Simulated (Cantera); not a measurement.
## Tantalum, niobium, vanadium and zirconium in process gases: Zr + H2O

Feed: 1 mol Zr, 0.047 mol H2O, held at 750 Torr.

Cantera equilibrium calculation (NASA polynomials, part measured and part estimated; ideal gas, pure solids and liquids). Candidate condensed phases: H2O, Zr, ZrO2; 12 gas species. Mutual solubility and eutectic melting of coexisting phases are not modelled. Condensed phases not in the tables: N, O or C dissolved in the metal. Rates play no part.

```csv
T (K),log p H2,log p H,log p ZrO,log p H2O,log p Zr,log p ZrO2,n Zr(β),n ZrO2(tetragonal),n Zr(l)
1900,0.00,-3.10,-8.13,-6.37,-9.44,-11.55,0.977,0.0235,0
2000,0.00,-2.79,-7.29,-5.97,-8.61,-10.48,0.977,0.0235,0
2100,0.00,-2.51,-6.52,-5.61,-7.86,-9.52,0.977,0.0235,0
2200,0.00,-2.25,-5.84,-5.28,-7.20,-8.64,0,0.0235,0.977
2300,0.00,-2.02,-5.22,-4.97,-6.60,-7.85,0,0.0235,0.977
2400,-0.01,-1.80,-4.66,-4.69,-6.06,-7.12,0,0.0235,0.977
2500,-0.01,-1.61,-4.14,-4.44,-5.55,-6.45,0,0.0235,0.976
2600,-0.02,-1.42,-3.66,-4.20,-5.09,-5.84,0,0.0235,0.976
```
log p: log10 of the partial pressure in bar; n: condensed amount in mol.

From 1900 K to 2100 K the condensed part is Zr(β) + ZrO2(tetragonal). From 2200 K to 2600 K the condensed part is Zr(l) + ZrO2(tetragonal).
